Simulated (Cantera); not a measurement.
An adiabatic, constant-volume homogeneous reactor starts with CH₄ : CO : O₂ : N₂ = 1 : 0.6 : 1.28 : 4.8 (molar parts), at 1350 K and 750 Torr. Integrator tolerance rtol = 1e-08.

Cantera simulation using GRI-Mech 3.0 (53 species, 325 reactions); the numbers are that mechanism's predictions, not measurements.

| quantity | before | after |
|---|---|---|
| time of steepest temperature rise | 9.89 ms | 11.8 ms |
| temperature at 1.00 s | 2799 K | 2736 K |
| equilibrium temperature | 2799 K | 2736 K |
| x(CH₄) at 1.00 s | 3.95e-12 (gas-phase equilibrium 4.54e-12) | 8.01e-12 (gas-phase equilibrium 9.07e-12) |
| x(CO) at 1.00 s | 0.153 (gas-phase equilibrium 0.153) | 0.215 (gas-phase equilibrium 0.215) |
| x(O₂) at 1.00 s | 0.000530 (gas-phase equilibrium 0.000530) | 0.000239 (gas-phase equilibrium 0.000239) |
| x(C₂H) at 1.00 s | <1e-12 (gas-phase equilibrium <1e-12) | <1e-12 (gas-phase equilibrium <1e-12) |
| x(O) at 1.00 s | 0.000824 (gas-phase equilibrium 0.000824) | 0.000439 (gas-phase equilibrium 0.000439) |
| x(H₂O) at 1.00 s | 0.137 (gas-phase equilibrium 0.137) | 0.119 (gas-phase equilibrium 0.119) |

Question: Which change was made?
A. CO 0.6 to 1.4 parts
B. pressure from 750 Torr to 20300 Torr
C. pressure from 750 Torr to 218 Torr
D. initial temperature 1350 to 1650 K

Answer: A, CO 0.6 to 1.4 parts
